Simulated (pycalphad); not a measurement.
**Phase fractions of Si-93.54Sn (wt.%)**

Source of the numbers: pycalphad with the COST 507 light-alloy database (1999); pressure 1 atm. The database dates from 1999; later assessments differ in places, in temperatures and in the compounds included. Phase fractions are per mole of atoms.

```
T (K)  liquid  diamond (Si)  bct (Sn)
-----  ------  ------------  --------
1550    1.000             -         -
1450    0.868         0.132         -
1350    0.817         0.183         -
1250        ?             ?         -
1150    0.784         0.216         -
1050        ?             ?         -
950     0.776         0.224         -
850     0.775         0.225         -
750     0.774         0.226         -
650     0.774         0.226         -
550     0.774         0.226         -
```

What belongs in the gaps?


- 1250, liquid: 0.795
- 1250, diamond (Si): 0.205
- 1050, liquid: 0.778
- 1050, diamond (Si): 0.222
